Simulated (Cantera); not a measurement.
An isothermal, constant-pressure homogeneous reactor starts with C2H4 : H2 = 1 : 82 (molar parts), at 1923 K and 0.133 bar.

Cantera simulation using GRI-Mech 3.0 (53 species, 325 reactions); the numbers are that mechanism's predictions, not measurements. GRI-Mech 3.0 was tuned for natural gas; its chemistry of ethylene as a main component is partial and can be far from experiment. GRI-Mech 3.0 stops at C3 and has no aromatics, soot or wall deposition, so with more carbon than oxygen in the feed, carbon stays in small species such as C2H2 where larger ones or solid carbon would form.

One state of this run: x C2H4 = 0.00703; x H2 = 0.988; x H = 6.52e-5; x C2H6 = 2.31e-8; x CH2 = 2.14e-9. x: mole fraction; the columns are a selection and need not sum to one.

Task: Which value of t (s) does it belong to?
A. 0.977
B. 0.000472
C. 6.59
D. 0.00318

Result: B, 0.000472
